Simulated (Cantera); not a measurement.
Input (Python, Cantera) and output of one run.

```python
import numpy as np
import cantera as ct

gas_names = """
    H H2 H2S N NH NH2 NH3 N2 N2H2 N2H4 S SH SN S2 S8
""".split()
cond_names = """
    S(cr1) S(cr2) S(L)
""".split()


# ... load() reads the species with a 1 bar reference pressure and builds the phases ...
atoms = {
    'H2S': {'H': 2, 'S': 1},
    'H2': {'H': 2},
    'N2': {'N': 2},
}
top_T = {}  # K; cautious upper limits of use, not melting points


# ... equilibrate(T, P, feed) seeds the gas with the atoms and calls Mixture.equilibrate('TP', solver="vcs", rtol=1e-11, max_steps=5000) ...
results = []
feed = {'H2S': 1, 'H2': 0.28, 'N2': 6.6}  # mol
P = 410  # Pa
for T in [3100, 3150, 3200, 3250, 3300, 3350, 3400, 3450, 3500]:
    mix = equilibrate(T, P, feed)
    results.append((T, P, feed, dict(zip(mix.species_names, mix.species_moles))))

top = {s: max(r[3][s] / sum(r[3][g] for g in gas_names) for r in results) for s in gas_names}
cols = sorted((s for s in top if top[s] > 1e-05), key=lambda s: -top[s])[:5]
seen = [c for c in cond_names if any(r[3].get(c, 0) > 1e-12 for r in results)]
print("log10 of partial pressures in bar; condensed amounts in mol")
print(f"{'T/K':>10s}" + "".join(f"{s[:9]:>10s}" for s in cols + seen))
for T, P, feed, n in results:
    ng = sum(n[g] for g in gas_names)
    print(f"{T:10.4g}" + "".join(f"{np.log10(max(n[s] / ng * P / 1e5, 1e-99)):10.3f}" for s in cols)
          + "".join(f"{n.get(c, 0):10.4g}" for c in seen))
```

Result:

```
log10 of partial pressures in bar; condensed amounts in mol
       T/K        N2         H         S        H2         N
      3100    -2.572    -3.003    -3.397    -4.661    -5.871
      3150    -2.573    -2.999    -3.396    -4.776    -5.742
      3200    -2.573    -2.996    -3.396    -4.889    -5.617
      3250    -2.574    -2.994    -3.396    -5.000    -5.496
      3300    -2.574    -2.992    -3.395    -5.109    -5.379
      3350    -2.575    -2.991    -3.395    -5.216    -5.265
      3400    -2.575    -2.990    -3.395    -5.320    -5.154
      3450    -2.575    -2.989    -3.395    -5.421    -5.047
      3500    -2.576    -2.989    -3.395    -5.520    -4.942
```

Method: chemical equilibrium by Gibbs-energy minimisation in Cantera with the NASA 1993 tables (ideal gas, pure condensed phases).
